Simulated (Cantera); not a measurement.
A Cantera script and its output.

```python
import numpy as np
import cantera as ct

gas = ct.Solution("gri30.yaml", transport_model="mixture-averaged")
show = ['CO2', 'C2H2', 'O']

rows = []
print(f"{'T/K':>7s}{'rho':>11s}{'cp':>10s}{'mu':>11s}{'lambda':>11s}{'Pr':>7s}" + "".join(f"{'D_' + s:>11s}" for s in show))
for T in [400, 650, 900, 1150, 1400, 1650, 1900, 2150]:
    gas.TPX = T, 24000, {'C2H6': 0.58, 'NH3': 0.22}
    Pr = gas.cp_mass * gas.viscosity / gas.thermal_conductivity
    D = [gas.mix_diff_coeffs_mole[gas.species_index(s)] for s in show]
    rows.append([gas.density, gas.cp_mass, gas.viscosity, gas.thermal_conductivity, Pr, *D])
    print(f"{T:7g}{gas.density:11.4e}{gas.cp_mass:10.1f}{gas.viscosity:11.4e}"
          f"{gas.thermal_conductivity:11.4e}{Pr:7.3f}" + "".join(f"{d:11.4e}" for d in D))
print("SI units: kg/m3, J/kg/K, Pa s, W/m/K, m2/s")
```

It prints:

```
    T/K        rho        cp         mu     lambda     Pr      D_CO2     D_C2H2        D_O
    400 1.9112e-01    2184.7 1.2703e-05 3.7805e-02  0.734 8.6508e-05 9.2288e-05 1.7971e-04
    650 1.1761e-01    3077.8 1.9459e-05 8.0153e-02  0.747 2.1288e-04 2.2518e-04 4.2097e-04
    900 8.4942e-02    3717.5 2.5223e-05 1.2554e-01  0.747 3.7983e-04 3.9998e-04 7.3362e-04
   1150 6.6476e-02    4215.2 3.0308e-05 1.7023e-01  0.750 5.8154e-04 6.1083e-04 1.1090e-03
   1400 5.4606e-02    4570.4 3.4911e-05 2.1299e-01  0.749 8.1443e-04 8.5411e-04 1.5415e-03
   1650 4.6332e-02    4831.7 3.9155e-05 2.5339e-01  0.747 1.0761e-03 1.1274e-03 2.0274e-03
   1900 4.0236e-02    5022.7 4.3125e-05 2.9132e-01  0.744 1.3648e-03 1.4289e-03 2.5636e-03
   2150 3.5557e-02    5163.3 4.6879e-05 3.2682e-01  0.741 1.6794e-03 1.7574e-03 3.1478e-03
SI units: kg/m3, J/kg/K, Pa s, W/m/K, m2/s
```

Model: GRI-Mech 3.0 (53 species, 325 reactions), integrated in Cantera. Polar gases are described roughly by these parameters. The composition is frozen, though it would react at the higher temperatures.
